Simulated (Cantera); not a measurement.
**Thermodynamics of silicon etching in halogen gases, feed Si + Br₂ + H₂**

Feed: 1 mol Si, 0.53 mol Br₂, 4.6 mol H₂, at 0.0100 bar.

Cantera equilibrium calculation (NASA polynomials, part measured and part estimated; ideal gas, pure solids and liquids). Candidate condensed phases: Br₂, Si; 19 gas species. The tables' values for SiBr₃, SiBr are old estimates; treat these amounts as uncertain. Gases not in the tables: Si₂H₆ and higher silanes. Equilibrium is a limit: real reactors are often held back by kinetics, nucleation or transport.

```json
[
 {"T (K)": "598", "x H₂": "0.945", "x HBr": "0.000306", "x SiBr₄": "0.0528", "x SiBr₂": "1.85e-8", "x Br": "<1e-12", "x SiHBr₃": "0.00216", "x SiBr₃": "1.49e-7", "x H": "<1e-12", "n Si(s)": "0.733", "n Si(l)": "0"},
 {"T (K)": "698", "x H₂": "0.943", "x HBr": "0.00202", "x SiBr₄": "0.0520", "x SiBr₂": "1.51e-6", "x Br": "3.05e-11", "x SiHBr₃": "0.00254", "x SiBr₃": "3.38e-6", "x H": "<1e-12", "n Si(s)": "0.734", "n Si(l)": "0"},
 {"T (K)": "798", "x H₂": "0.939", "x HBr": "0.00817", "x SiBr₄": "0.0502", "x SiBr₂": "3.98e-5", "x Br": "3.22e-9", "x SiHBr₃": "0.00279", "x SiBr₃": "3.40e-5", "x H": "2.58e-11", "n Si(s)": "0.741", "n Si(l)": "0"},
 {"T (K)": "898", "x H₂": "0.927", "x HBr": "0.0236", "x SiBr₄": "0.0457", "x SiBr₂": "0.000482", "x Br": "1.18e-7", "x SiHBr₃": "0.00283", "x SiBr₃": "0.000193", "x H": "1.05e-9", "n Si(s)": "0.759", "n Si(l)": "0"},
 {"T (K)": "998", "x H₂": "0.905", "x HBr": "0.0523", "x SiBr₄": "0.0365", "x SiBr₂": "0.00325", "x Br": "2.04e-6", "x SiHBr₃": "0.00254", "x SiBr₃": "0.000689", "x H": "2.05e-8", "n Si(s)": "0.787", "n Si(l)": "0"},
 {"T (K)": "1098", "x H₂": "0.872", "x HBr": "0.0908", "x SiBr₄": "0.0213", "x SiBr₂": "0.0128", "x Br": "1.92e-5", "x SiHBr₃": "0.00176", "x SiBr₃": "0.00149", "x H": "2.31e-7", "n Si(s)": "0.812", "n Si(l)": "0"},
 {"T (K)": "1198", "x H₂": "0.844", "x HBr": "0.119", "x SiBr₄": "0.00656", "x SiBr₂": "0.0277", "x Br": "0.000104", "x SiHBr₃": "0.000749", "x SiBr₃": "0.00162", "x H": "1.75e-6", "n Si(s)": "0.813", "n Si(l)": "0"},
 {"T (K)": "1298", "x H₂": "0.835", "x HBr": "0.126", "x SiBr₄": "0.00115", "x SiBr₂": "0.0363", "x Br": "0.000358", "x SiHBr₃": "0.000210", "x SiBr₃": "0.000995", "x H": "9.79e-6", "n Si(s)": "0.802", "n Si(l)": "0"},
 {"T (K)": "1398", "x H₂": "0.835", "x HBr": "0.123", "x SiBr₄": "0.000197", "x SiBr₂": "0.0398", "x Br": "0.000971", "x SiHBr₃": "5.78e-5", "x SiBr₃": "0.000534", "x H": "4.32e-5", "n Si(s)": "0.791", "n Si(l)": "0"},
 {"T (K)": "1498", "x H₂": "0.836", "x HBr": "0.120", "x SiBr₄": "4.04e-5", "x SiBr₂": "0.0417", "x Br": "0.00228", "x SiHBr₃": "1.82e-5", "x SiBr₃": "0.000298", "x H": "0.000157", "n Si(s)": "0.784", "n Si(l)": "0"},
 {"T (K)": "1598", "x H₂": "0.836", "x HBr": "0.115", "x SiBr₄": "9.82e-6", "x SiBr₂": "0.0426", "x Br": "0.00477", "x SiHBr₃": "6.46e-6", "x SiBr₃": "0.000174", "x H": "0.000487", "n Si(s)": "0.779", "n Si(l)": "0"},
 {"T (K)": "1698", "x H₂": "0.835", "x HBr": "0.111", "x SiBr₄": "2.73e-6", "x SiBr₂": "0.0421", "x Br": "0.00913", "x SiHBr₃": "2.52e-6", "x SiBr₃": "0.000105", "x H": "0.00132", "n Si(s)": "0", "n Si(l)": "0.779"}
]
```
x: gas mole fraction; n: condensed amount in mol.

From 598 K to 1598 K the condensed part is Si(s). At 1698 K the condensed part is Si(l). The main Si-bearing gas is SiBr₄ at 598 K and SiBr₂ at 1698 K. The share of Si in condensed phases is highest at 1198 K (81.3 %) and lowest at 598 K (73.3 %).
